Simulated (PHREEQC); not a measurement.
City or well water

Model water analysis in mg/L, 25 °C, pH 7.86, pe 11.2:

```csv
constituent,mg/L
Na,29.5
K,5.41
Ca,95.4
Mg,168
Cl,19.3
S(6) as SO4,446
Alkalinity as HCO3,47.6
O(0) (dissolved oxygen),7.56
Br,2.61
Cd,1.94
Pb,5.18
N(5) as NO3,0.87
```

Valence states are taken as typed.

Model: ion-association model, phreeqc.dat, run in PHREEQC.

This is a speciation only: nothing precipitates in the calculation.

**Question.** What ionic strength does the model give?

**Answer.** ionic strength 0.0226 mol/kgw.

**Question.** In which forms is C present?

**Answer.** HCO3- 88 %, MgHCO3+ 3.4 %, PbCO3 2.9 %, CO2 2.4 %, CaHCO3+ 1.3 %, MgCO3 0.8 % of the C.

Examples of supersaturated solids here: Pb(OH)2, Otavite. Others may be too. Species that the database lacks are ignored.
